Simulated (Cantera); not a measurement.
A closed system holds: 1 mol SiCl₄, 2.9 mol N₂, equilibrated at 950 K and 13.3 mbar.

Method: chemical equilibrium by Gibbs-energy minimisation in Cantera with the NASA 1993 tables (ideal gas, pure condensed phases). Candidate condensed phases: Si, Si₃N₄; 13 gas species. Kinetics and transport are ignored.

Base state: N₂ 0.744, SiCl₄ 0.256 (mole fractions); condensed: gas only.

Question: What changes in the equilibrium state with this change: temperature from 950 K to 1448 K?

Answer: 
```
species   before     after
-------  -------  --------
N₂         0.744     0.741
SiCl₄      0.256     0.252
Cl       5.33e-7   0.00337
SiCl₃    7.75e-7   0.00325
SiCl₂      <1e-9  0.000154
Cl₂      1.21e-7   9.18e-5
```
The tables' values for SiCl₃ are old estimates; treat these amounts as uncertain.
